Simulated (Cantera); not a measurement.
An isothermal plug-flow reactor at 725 K and 101000 Pa (inlet), inlet velocity 0.11 m/s, active area per volume 3200 1/m; feed 3.31 % CO, 13.5 % O₂, 79.5 % N₂, 3.75 % H₂O, equivalence ratio 0.12.

Computed with Cantera and Deutschmann's 1995 Pt surface mechanism with GRI-Mech 3.0 gas chemistry. Catalytic surfaces can have several steady states; this one follows from the mechanism file's or the stated starting coverage. Mass transfer to the wall is taken as infinitely fast.

x: gas mole fraction; θ: surface coverage.

| z (m) | x CO | x O₂ | x H₂O | x CO₂ | θ free Pt | θ O* | θ OH* | θ CO* |
|---|---|---|---|---|---|---|---|---|
| 3.6e-05 | 0.0286 | 0.133 | 0.0376 | 0.00461 | 0.0451 | 0.0116 | (withheld) | 0.943 |
| 6.5e-05 | 0.0242 | 0.131 | 0.0377 | 0.00910 | 0.0504 | 0.0143 | (withheld) | 0.934 |
| 0.00012 | 0.00684 | 0.123 | 0.0380 | 0.0267 | 0.0430 | 0.941 | (withheld) | 0.00944 |
| 0.00021 | 0.00460 | 0.122 | 0.0381 | 0.0290 | 0.0174 | 0.977 | (withheld) | 0.000996 |
| 0.00036 | 0.00330 | 0.122 | 0.0381 | 0.0303 | 0.0144 | 0.981 | 0.00386 | 0.000490 |
| 0.00065 | 0.00206 | 0.121 | 0.0381 | 0.0316 | 0.0127 | 0.983 | 0.00363 | 0.000236 |
| 0.0012 | 0.000996 | 0.121 | 0.0381 | 0.0327 | 0.0116 | 0.985 | 0.00348 | 9.56e-5 |
| 0.0021 | 0.000350 | 0.120 | 0.0382 | 0.0333 | 0.0111 | 0.985 | 0.00340 | 3.06e-5 |
| 0.0036 | 6.79e-5 | 0.120 | 0.0382 | 0.0336 | 0.0109 | 0.986 | 0.00337 | 5.72e-6 |

Q: Fill in the missing entries.

A: 
- 3.6e-05, θ OH*: 0.000739
- 6.5e-05, θ OH*: 0.000869
- 0.00012, θ OH*: 0.00654
- 0.00021, θ OH*: 0.00423
